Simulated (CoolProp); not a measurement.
Vapour-liquid equilibrium of R141b (1) + n-pentane (2) at 14.8 bar; x and y are mole fractions of (1).

Computed with CoolProp (multi-fluid Helmholtz-energy mixture model, Lemmon 2006 and Thol 2019; pair parameters Bell 2016).

```json
[
 {"x": "0.05", "bubble temperature (K)": "417.7", "y at the bubble point": "0.064", "dew temperature at overall composition x (K)": "418.0", "liquid density (mol/L)": "6.560"},
 {"x": "0.2", "bubble temperature (K)": "414.6", "y at the bubble point": "0.233", "dew temperature at overall composition x (K)": "415.2", "liquid density (mol/L)": "6.789"},
 {"x": "0.35", "bubble temperature (K)": "[?]", "y at the bubble point": "[?]", "dew temperature at overall composition x (K)": "413.0", "liquid density (mol/L)": "7.028"},
 {"x": "0.5", "bubble temperature (K)": "411.5", "y at the bubble point": "0.518", "dew temperature at overall composition x (K)": "411.7", "liquid density (mol/L)": "7.282"},
 {"x": "0.65", "bubble temperature (K)": "411.1", "y at the bubble point": "0.654", "dew temperature at overall composition x (K)": "411.1", "liquid density (mol/L)": "[?]"},
 {"x": "0.8", "bubble temperature (K)": "411.1", "y at the bubble point": "0.795", "dew temperature at overall composition x (K)": "411.1", "liquid density (mol/L)": "7.845"},
 {"x": "0.95", "bubble temperature (K)": "411.7", "y at the bubble point": "0.946", "dew temperature at overall composition x (K)": "411.7", "liquid density (mol/L)": "[?]"}
]
```

### Question
Complete the blanks.

### Answer

- 0.35, bubble temperature (K): 412.7
- 0.35, y at the bubble point: 0.381
- 0.65, liquid density (mol/L): 7.554
- 0.95, liquid density (mol/L): 8.154

y crosses x between x = 0.65 and 0.8: the model has an azeotrope there.

The pair parameters rest on a limited set of measurements; away from them the model extrapolates.
